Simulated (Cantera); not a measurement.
Cantera run:

```python
import numpy as np
import cantera as ct

gas_names = """
    C CH CH2 CH3 CH2OH CH3O CH4 CH3OH CN CO CO2 COOH C2 C2H CHCO,ketyl C2H2,acetylene C2H2,vinylidene
    CH2CO,ketene C2H3,vinyl CH3CN CH3CO,acetyl C2H4 C2H4O,ethylen CH3CHO,ethanal CH3COOH (HCOOH)2 C2H5
    C2H6 CH3OCH3 C2H5OH CCN CNC C2N2 C2O C3 C3H3,propargyl C3H4,allene C3H4,propyne C3H4,cyclo-
    C3H5,allyl C3H6,propylene C3H6,cyclo- C3H6O C3H7,n-propyl C3H7,i-propyl C3H8 C3H8O,1propanol
    C3H8O,2propanol C3O2 C4 C4H2 C4H4,1,3-cyclo- C4H6,butadiene C4H6,2-butyne C4H6,cyclo- C4H8,1-butene
    C4H8,cis2-buten C4H8,tr2-butene C4H8,isobutene C4H8,cyclo- (CH3COOH)2 C4H9,n-butyl C4H9,i-butyl
    C4H9,s-butyl C4H9,t-butyl C4H10,isobutane C4H10,n-butane C4N2 C5 C5H6,1,3cyclo- C5H8,cyclo-
    C5H10,1-pentene C5H10,cyclo- C5H11,pentyl C5H11,t-pentyl C5H12,n-pentane C5H12,i-pentane
    CH3C(CH3)2CH3 C6H2 C6H5,phenyl C6H5O,phenoxy C6H6 C6H5OH,phenol C6H10,cyclo- C6H12,1-hexene
    C6H12,cyclo- C6H13,n-hexyl C7H7,benzyl C7H8 C7H8O,cresol C7H14,1-heptene C7H15,n-heptyl
    C7H16,n-heptane C8H8,styrene C8H10,ethylbenz C8H16,1-octene C8H17,n-octyl C8H18,isooctane
    C8H18,n-octane C9H19,n-nonyl C10H8,naphthale C10H21,n-decyl C12H9,o-bipheny C12H10,bipheny H HCN HCO
    HCCN HNC HNCO HNO HNO2 HNO3 HO2 H2 HCHO,formaldehy HCOOH H2O H2O2 N NCO NH NH2 NH3 NH2OH NO NO2 NO3
    N2 N2H2 N2H4 N2O O OH O2 O3 Si SiC SiC2 SiC4H12 SiH SiH2 SiH3 SiH4 SiN SiO SiO2 Si2 Si2C Si2N Si3
""".split()
cond_names = """
    C(gr) C6H6(L) C7H8(L) C8H18(L),n-octa H2O(s) H2O(L) Si(cr) Si(L) SiC(b) SiO2(Lqz) SiO2(hqz) SiO2(L)
    Si2N2O(s) Si3N4(a)
""".split()


def load(file, names, dense=False):
    # The tables refer to 1 bar. Condensed volumes are neglected.
    table = {s.name: s for s in ct.Species.list_from_file(file)}
    out = []
    for n in names:
        d = dict(table[n].input_data)
        d["thermo"] = dict(d["thermo"], **{"reference-pressure": 1e5})
        if dense:
            d["equation-of-state"] = {"model": "constant-volume", "density": "1e6 g/cm^3"}
        out.append(ct.Species.from_dict(d))
    return out


gas = ct.Solution(thermo="ideal-gas", species=load("nasa_gas.yaml", gas_names))
cond = {s.name: ct.Solution(thermo="fixed-stoichiometry", species=[s], name=s.name)
        for s in load("nasa_condensed.yaml", cond_names, dense=True)}
atoms = {
    'TEOS': {'Si': 1, 'C': 8, 'H': 20, 'O': 4},
    'O2': {'O': 2},
    'N2': {'N': 2},
}
top_T = {'C(gr)': 4500, 'SiC(b)': 3050, 'Si2N2O(s)': 2100, 'Si3N4(a)': 2400}  # K; cautious upper limits of use, not melting points


def equilibrate(T, P, feed):
    n = {}
    for name, mol in feed.items():
        for a, k in atoms[name].items():
            n[a] = n.get(a, 0.0) + k * mol
    gas.TPX = T, P, n
    mass = sum(n.values()) * gas.mean_molecular_weight
    gas.equilibrate("TP")
    valid = [c for c in cond.values() if c.min_temp <= T <= top_T.get(c.name, c.max_temp)]
    mix = ct.Mixture([(gas, mass / gas.mean_molecular_weight)] + [(c, 0.0) for c in valid])
    mix.T, mix.P = T, P
    mix.equilibrate("TP", solver="vcs", rtol=1e-11, max_steps=5000)
    return mix


results = []
feed = {'TEOS': 1, 'O2': 2.3, 'N2': 1.1}  # mol
T = 998.15  # K
P = 6  # Pa
mix = equilibrate(T, P, feed)
results.append((T, P, feed, dict(zip(mix.species_names, mix.species_moles))))
x = sorted(zip(gas.X, gas.species_names), reverse=True)
print(f"T = {T:g} K  P = {P:g} Pa  gas = {mix.phase_moles(0):.4g} mol")
print("   x: " + "  ".join(f"{s} {v:.3e}" for v, s in x if v > 0.001))
print("   condensed (mol): " + ("  ".join(f"{mix.phase(i).name} {mix.phase_moles(i):.4g}"
      for i in range(1, mix.n_phases) if mix.phase_moles(i) > 1e-12) or "none"))
```

Result:

```
T = 998.15 K  P = 6 Pa  gas = 17.7 mol
   x: H2 5.650e-01  CO 3.729e-01  N2 6.215e-02
   condensed (mol): C(gr) 1.4  SiO2(hqz) 1
```

These are equilibrium values from Cantera (NASA tables, ideal gas, pure condensed phases), not measurements of a reactor. The feed counts by its element totals alone.
